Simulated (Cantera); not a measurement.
A Cantera script and its output.

```python
import numpy as np
import cantera as ct

gas = ct.Solution("gri30.yaml")
gas.TPX = 375, 36000, {'C3H8': 1, 'O2': 3.33, 'N2': 12.5}
inlet = ct.Reservoir(gas, clone=True)
gas.equilibrate("HP")  # start burning
reactor = ct.IdealGasConstPressureReactor(gas, energy="on", clone=False)
exhaust = ct.Reservoir(gas, clone=True)
tau = [0.078, 0.031, 0.012, 0.0049, 0.002, 0.00078, 0.00031, 0.00012, 4.9e-05, 1.9e-05, 7.7e-06, 3.1e-06][0]
for a, b in ((inlet, reactor), (reactor, exhaust)):
    ct.MassFlowController(a, b, mdot=lambda t: reactor.mass / tau)
net = ct.ReactorNet([reactor])
show = ['C3H8', 'O2', 'H', 'N2O', 'CH2CO']

rows = []
print(f"{'tau/s':>10s}{'T/K':>9s}" + "".join(f"{s:>11s}" for s in show))
for tau in [0.078, 0.031, 0.012, 0.0049, 0.002, 0.00078, 0.00031, 0.00012, 4.9e-05, 1.9e-05, 7.7e-06, 3.1e-06]:
    net.initial_time = 0.0
    net.advance(30 * tau)
    before = gas.X
    net.advance(40 * tau)
    drift = np.max(np.abs(gas.X - before) / (gas.X + 1e-9))
    rows.append([gas.T, *gas[show].X, drift])
    print(f"{tau:10.3e}{gas.T:9.1f}" + "".join(f"{x:11.3e}" for x in gas[show].X))
```

Output:

```
     tau/s      T/K       C3H8         O2          H        N2O      CH2CO
 7.800e-02   1992.7  8.617e-07  1.456e-04  4.493e-03  1.302e-08  7.706e-07
 3.100e-02   1984.2  1.897e-06  2.759e-04  5.419e-03  2.147e-08  1.366e-06
 1.200e-02   1975.3  4.502e-06  5.618e-04  6.125e-03  3.724e-08  2.807e-06
 4.900e-03   1964.8  1.068e-05  1.174e-03  6.507e-03  5.783e-08  6.150e-06
 2.000e-03   1945.5  2.647e-05  2.593e-03  6.687e-03  6.582e-08  1.436e-05
 7.800e-04   1897.6  7.542e-05  6.437e-03  6.577e-03  4.136e-08  3.976e-05
 3.100e-04    375.0  5.942e-02  1.979e-01 -5.485e-32 -3.578e-22 -7.754e-18
 1.200e-04    375.0  5.942e-02  1.979e-01 -6.548e-35 -1.608e-25 -3.485e-21
 4.900e-05    375.0  5.942e-02  1.979e-01  5.001e-36 -1.016e-26 -2.201e-22
 1.900e-05    375.0  5.942e-02  1.979e-01  2.758e-36 -6.416e-28 -1.390e-23
 7.700e-06    375.0  5.942e-02  1.979e-01  2.631e-37 -4.052e-29 -8.783e-25
 3.100e-06    375.0  5.942e-02  1.979e-01  7.621e-39 -2.560e-30 -5.548e-26
```

Detailed kinetics in Cantera: GRI-Mech 3.0 (53 species, 325 reactions). GRI-Mech 3.0 was tuned for natural gas; its chemistry of propane as a main component is partial and can be far from experiment.
